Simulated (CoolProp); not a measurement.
Model: reference Helmholtz-energy equation of state, Lemmon 2006, in CoolProp. It is a short technical equation, of lower accuracy than the large ones.

Q: For nitrous oxide, give the phase and the density (kg/m³), cp (kJ/(kg K)), cv (kJ/(kg K)), Joule-Thomson coefficient (K/MPa) at 317.8 K and 0.679 MPa; 317.8 K and 2.26 MPa.

A: 
- 317.8 K and 0.679 MPa: gas; density 11.7, cp 0.934, cv 0.718, Joule-Thomson coefficient 9.47
- 317.8 K and 2.26 MPa: gas; density 42.1, cp 1.05, cv 0.747, Joule-Thomson coefficient 9.63
